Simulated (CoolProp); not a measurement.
Vapour-liquid equilibrium of m-xylene (1) + n-nonane (2) at 0.000393 MPa; x and y are mole fractions of (1).

Computed with CoolProp (multi-fluid Helmholtz-energy mixture model, Zhou 2012 and Lemmon 2006; pair parameters Bell 2016).

| x | bubble temperature (°C) | y at the bubble point | dew temperature at overall composition x (°C) | liquid density (mol/L) |
|---|---|---|---|---|
| 0.05 | 17.3 | 0.148 | 18.4 | 5.705 |
| 0.2 | 13.9 | 0.421 | 16.7 | 6.018 |
| 0.35 | 11.8 | 0.574 | 14.8 | 6.353 |
| 0.5 | 10.4 | 0.679 | 12.8 | 6.717 |
| 0.65 | 9.4 | 0.766 | 10.8 | 7.118 |
| 0.8 | 8.7 | 0.854 | 9.1 | 7.562 |
| 0.95 | 8.2 | 0.958 | 8.3 | 8.057 |

No azeotrope shows between x = 0.05 and 0.95.

Pair parameters are fitted to limited data, so mixtures are less certain than the pure fluids.
